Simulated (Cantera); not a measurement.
Input: 1 mol HgO, 0.59 mol O2, 1.3 mol H2, at 300 °C and 1.40 bar.

Equilibrium computed with Cantera from the NASA thermochemical tables; the gas is ideal and each condensed phase is pure. Candidate condensed phases: H2O, Hg, HgO; 10 gas species. Rates play no part.

Base state: H2O 0.915, Hg 0.0846, O2 2.60e-5 (mole fractions); condensed: HgO(s).

What changes in the equilibrium state with this change: HgO replaced by Hg?


```tsv
species	before	after
H2O	0.915	0.696
Hg	0.0846	0.233
H2	<1e-9	0.0708
O2	2.60e-5	<1e-9
HgO(s), mol	0.880	0
Hg(l), mol	0	0.606
```

What changes in the equilibrium state with this change: temperature from 300 °C to 1150 °C?


| species | before | after |
|---|---|---|
| H2O | 0.915 | 0.474 |
| Hg | 0.0846 | 0.365 |
| O2 | 2.60e-5 | 0.161 |
| OH | <1e-9 | 7.23e-5 |
| HgO(s), mol | 0.880 | 0 |

What changes in the equilibrium state with this change: O2 from 0.59 to 0.06 mol?


| species | before | after |
|---|---|---|
| H2O | 0.915 | 0.661 |
| Hg | 0.0846 | 0.233 |
| H2 | <1e-9 | 0.106 |
| O2 | 2.60e-5 | <1e-9 |
| HgO(s), mol | 0.880 | 0 |
| Hg(l), mol | 0 | 0.606 |
